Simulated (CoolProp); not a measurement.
The numbers come from the reference Helmholtz-energy equation of state, Lemmon 2005 in CoolProp.

Problem. For R125, give the phase and the viscosity (µPa s) at 344.1 K and 6.05 bar; 433 K and 6.05 bar.

Solution. 
- 344.1 K and 6.05 bar: gas; viscosity 15.0
- 433 K and 6.05 bar: gas; viscosity 18.5

Viscosity comes from a separate model (Huber 2006).
